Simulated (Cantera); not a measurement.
Mixture: 15.6 % CH4, 0.592 % C2H6, 18.5 % O2, 57.2 % N2, 8.10 % H2O, equivalence ratio 1.8, at 3750 Torr, adiabatic and at constant pressure. Ignition delay is the time to a rise of 400 K.

Model: GRI-Mech 3.0 (53 species, 325 reactions), integrated in Cantera.

**Question.** Predict: delay at 1200 K; delay at 1300 K; delay at 1400 K; delay at 1500 K; delay at 1600 K; apparent activation energy between 1500 and 1600 K.

**Answer.** 
| Item | Result |
|---|---|
| delay at 1200 K | 4.64 ms |
| delay at 1300 K | 1.68 ms |
| delay at 1400 K | 0.615 ms |
| delay at 1500 K | 0.228 ms |
| delay at 1600 K | 89.0 µs |
| apparent activation energy between 1500 and 1600 K | 190 kJ/mol |
